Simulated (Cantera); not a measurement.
A freely propagating, adiabatic, planar premixed flame of CH₄ : O₂ : N₂ : CO₂ = 1 : 2.13 : 8 : 0.26 (molar parts), equivalence ratio 0.94, unburnt at 473 K and 0.300 bar; mixture-averaged transport, grid criteria slope 0.08 and curve 0.16, no radiation.

Detailed kinetics in Cantera: GRI-Mech 3.0 (53 species, 325 reactions). Burning velocities carry a grid error of a few per cent, more on coarse grids.

Question: Predict: laminar burning velocity; thermal thickness; peak x(CH₂CO); peak x(HCN); peak x(CH₂O).

Answer: 
```
Item                          Value
------------------------  ---------
laminar burning velocity  94.0 cm/s
thermal thickness           1.12 mm
peak x(CH₂CO)               7.25e-5
peak x(HCN)                 1.76e-6
peak x(CH₂O)               0.000909
```
